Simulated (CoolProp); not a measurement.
Vapour-liquid equilibrium of propylene (1) + R142b (2) at 319.4 K; x and y are mole fractions of (1).

The numbers come from the multi-fluid Helmholtz-energy mixture model, Lemmon 2013 and Lemmon 2006; pair parameters Bell 2016 in CoolProp.

```tsv
x	bubble pressure, mixture model (MPa)	bubble pressure, Raoult's law (MPa)	y, mixture model	y, Raoult's law
0.05	0.6854	0.6826	0.127	0.139
0.2	0.8886	0.8739	0.403	0.433
0.35	1.089	1.065	0.581	0.622
0.5	1.282	1.256	0.706	0.754
0.65	1.468	1.448	0.805	0.850
0.8	1.649	1.639	0.890	0.924
0.95	1.832	1.830	0.972	0.983
```

The largest gap from Raoult's law is +2.3 % in bubble pressure, at x = 0.35. No azeotrope shows between x = 0.05 and 0.95.

Pair parameters are fitted to limited data, so mixtures are less certain than the pure fluids.
